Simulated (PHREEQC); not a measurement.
Make-up at 25 °C: 0.11 mol/kgw HF, 7.8e-05 mol/kgw Na2B4O7 and 0.00075 mol/kgw NaCl. Closed to the air; pH follows from the charge balance.

Model: ion-association model, wateq4f.dat, run in PHREEQC.

Precipitation was switched off in this run.

Order these F species by the share of F that they hold, largest first: BF4-, F-, HF, H2F2, HF2-.

HF (65 %), H2F2 (24 %), F- (6.1 %), HF2- (3.3 %), BF4- (1.1 %)

The pH is 2.10 and the ionic strength 0.00958 mol/kgw. Species that the database lacks are ignored. wateq4f.dat counts part of the HF as a dimer, H2F2, which phreeqc.dat doesn't know; its constant is uncertain. Real BF4- forms and hydrolyses slowly; the run takes it at equilibrium.
